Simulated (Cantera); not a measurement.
**Ammonia decomposition in nitride growth gas**

An isothermal, constant-pressure homogeneous reactor starts with NH3 : H2 = 0.39 : 0.97 (molar parts), at 1673 K and 6700 Pa.

Computed with Cantera and the gas-phase N/H chemistry of the illustrative SiF4/NH3 mechanism in the Surface Chemkin manual (1991). Walls and surfaces, which speed up NH3 decomposition in real reactors, are not modelled.

| t (s) | x NH3 | x H2 | x N2 | x N2H2 | x NH2 | x N2H4 |
|---|---|---|---|---|---|---|
| 2.00e-5 | 0.287 | 0.713 | <1e-12 | <1e-12 | 5.71e-8 | <1e-12 |
| 0.000138 | 0.287 | 0.713 | <1e-12 | 1.21e-12 | 3.93e-7 | <1e-12 |
| 0.000946 | 0.287 | 0.713 | 3.36e-10 | 1.30e-10 | 2.71e-6 | 5.39e-12 |
| 0.00650 | 0.287 | 0.713 | 1.95e-7 | 7.79e-9 | 1.85e-5 | 2.61e-10 |
| 0.0447 | 0.286 | 0.713 | 7.00e-5 | 2.63e-7 | 9.17e-5 | 6.39e-9 |
| 0.308 | 0.283 | 0.715 | 0.00130 | 3.18e-7 | 9.96e-5 | 7.54e-9 |
| 2.11 | 0.263 | 0.728 | 0.00934 | 2.86e-7 | 9.46e-5 | 6.80e-9 |
| 14.5 | 0.164 | 0.788 | 0.0475 | 1.50e-7 | 6.85e-5 | 3.56e-9 |
| 100 | 0.0208 | 0.876 | 0.103 | 8.76e-9 | 1.54e-5 | 1.79e-10 |
x: mole fraction; the columns are a selection and need not sum to one.

Equilibrium at this temperature and pressure: NH3 7.19e-7, H2 0.888, N2 0.111, N2H2 <1e-12, NH2 8.43e-10, N2H4 <1e-12 (gas phase only).
